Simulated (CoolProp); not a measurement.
A single-stage vapour-compression cycle with cyclohexane: evaporating at 301.15 K (dew point), condensing at 327.15 K (bubble point), superheat 8 K, subcooling 5 K, compressor efficiency 0.75, no pressure losses. Each further row changes one setting.

Computed with CoolProp (reference Helmholtz-energy equation of state, Zhou 2014).

```csv
case,cooling COP,pressure ratio,discharge temperature (K),refrigerating effect (kJ/kg),volumetric capacity (kJ/m³)
as stated,8.32,2.82,340.8,361,177
evaporating temperature 306.15 K,10.6,2.27,339.3,367,221
condensing temperature 322.15 K,10.4,2.35,335.3,370,182
subcooling 10 K,8.55,2.82,340.8,370,182
superheat 18 K,8.36,2.82,350.6,374,178
compressor efficiency 0.65,7.21,2.82,345.2,361,177
```
